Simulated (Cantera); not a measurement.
Thermodynamics of nitride etching, feed Si3N4 + HF + N2

Charge: 1 mol Si3N4, a varied amount of HF, 9.8 mol N2, at 773.15 K and 34.0 Pa.

Equilibrium computed with Cantera from the NASA thermochemical tables; the gas is ideal and each condensed phase is pure. Candidate condensed phases: Si, Si3N4; 37 gas species. The numbers say what is thermodynamically allowed, not how fast it happens.

| n(HF) (mol) | x N2 | x H2 | x SiF4 | x HF | x SiHF3 | x NH3 | x SiF3 | n Si3N4(s) |
|---|---|---|---|---|---|---|---|---|
| 3.1 | 0.816 | 0.123 | 0.0613 | 4.04e-5 | 3.20e-6 | 5.21e-8 | 4.91e-8 | 0.742 |
| 4.5 | 0.758 | 0.162 | 0.0808 | 4.91e-5 | 4.57e-6 | 7.60e-8 | 6.11e-8 | 0.625 |
| 5.8 | 0.712 | 0.192 | 0.0959 | 5.53e-5 | 5.72e-6 | 9.53e-8 | 7.02e-8 | 0.517 |
| 7.2 | 0.671 | 0.219 | 0.110 | 6.06e-5 | 6.84e-6 | 1.13e-7 | 7.85e-8 | 0.400 |
| 8.6 | 0.635 | 0.243 | 0.122 | 6.48e-5 | 7.84e-6 | 1.28e-7 | 8.55e-8 | 0.283 |
| 9.9 | 0.607 | 0.262 | 0.131 | 6.81e-5 | 8.69e-6 | 1.41e-7 | 9.12e-8 | 0.175 |
| 11 | 0.585 | 0.277 | 0.138 | 7.04e-5 | 9.34e-6 | 1.50e-7 | 9.55e-8 | 0.0834 |
| 13 | 0.541 | 0.275 | 0.138 | 0.0459 | 1.42e-8 | 1.43e-7 | 1.45e-10 | 0 |
| 14 | 0.518 | 0.263 | 0.132 | 0.0877 | 6.79e-9 | 1.31e-7 | 7.11e-11 | 0 |
| 15 | 0.496 | 0.252 | 0.126 | 0.126 | 4.33e-9 | 1.20e-7 | 4.64e-11 | 0 |
x: gas mole fraction; n: condensed amount in mol.

From 3.1 mol HF to 11 mol HF the condensed part is Si3N4(s). From 13 mol HF to 15 mol HF nothing is condensed. The main Si-bearing gas is SiF4 throughout.
